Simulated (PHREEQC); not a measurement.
A solution holds 8.4 mmol/kgw NH4HF2, 0.092 mmol/kgw H2SiF6, 1.3 mmol/kgw HBF4 and 79 mmol/kgw HCl, at 85 °C. Closed to the air; pH follows from the charge balance.

Equilibrium calculation in PHREEQC: ion-association model, phreeqc.dat.

This is a speciation only: nothing precipitates in the calculation.

Question: What pH does the model give?

Answer: pH 1.24.

Question: In which forms is B present?

Answer: H3BO3 54 %, BF4- 42 %, BF3OH- 2.6 %, BF2(OH)2- 1.4 % of the B.

Constants without temperature data keep their 25 °C values here. SiF6-2 is the database's only silicon fluoride. Real BF4- forms and hydrolyses slowly; the run takes it at equilibrium.
